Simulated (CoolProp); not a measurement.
Sulfur hexafluoride at 417.87 K and 0.351 MPa flows at 0.14 m/s in a round tube of 50 mm bore and 15 µm roughness, fully developed (64/Re and Nu = 3.66 if laminar; Colebrook and Gnielinski if turbulent). Each further row changes one setting.

The numbers come from the reference Helmholtz-energy equation of state, Guder 2009 in CoolProp.

```json
[
 {"case": "as stated", "Reynolds number": "5090", "Darcy friction factor": "0.0375", "pressure drop (Pa/m)": "0.110", "heat-transfer coefficient (W/(m² K))": "…", "mass flow (kg/h)": "14.8"},
 {"case": "velocity 0.28 m/s", "Reynolds number": "10200", "Darcy friction factor": "…", "pressure drop (Pa/m)": "…", "heat-transfer coefficient (W/(m² K))": "…", "mass flow (kg/h)": "29.6"},
 {"case": "diameter 100 mm", "Reynolds number": "10200", "Darcy friction factor": "…", "pressure drop (Pa/m)": "…", "heat-transfer coefficient (W/(m² K))": "…", "mass flow (kg/h)": "59.1"}
]
```

**Question.** Some entries are withheld; supply them.

**Answer.** 
- as stated, heat-transfer coefficient (W/(m² K)): 7.56
- velocity 0.28 m/s, Darcy friction factor: 0.0312
- velocity 0.28 m/s, pressure drop (Pa/m): 0.365
- velocity 0.28 m/s, heat-transfer coefficient (W/(m² K)): 13.9
- diameter 100 mm, Darcy friction factor: 0.0310
- diameter 100 mm, pressure drop (Pa/m): 0.0453
- diameter 100 mm, heat-transfer coefficient (W/(m² K)): 6.89

Viscosity comes from a separate model (Quiñones-Cisneros 2012). Thermal conductivity comes from a separate model (Assael 2012).
